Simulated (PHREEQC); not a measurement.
Make-up at 65 °C: 48 mmol/kgw Cu(NO3)2, 6.4 mmol/kgw HCl and 18 mmol/kgw NaCl. Closed to the air; pH follows from the charge balance.

Computed with PHREEQC (ion-association model, phreeqc.dat).

No solid was allowed to form.

### Question
Order these Cl species by the share of Cl that they hold, largest first: CuCl2, Cl-, CuCl+.

### Answer
Cl- (82 %), CuCl+ (18 %), CuCl2 (0.27 %)

The pH is 2.29 and the ionic strength 0.160 mol/kgw. Complexes and solids missing from the database can't appear. Constants without temperature data keep their 25 °C values here.
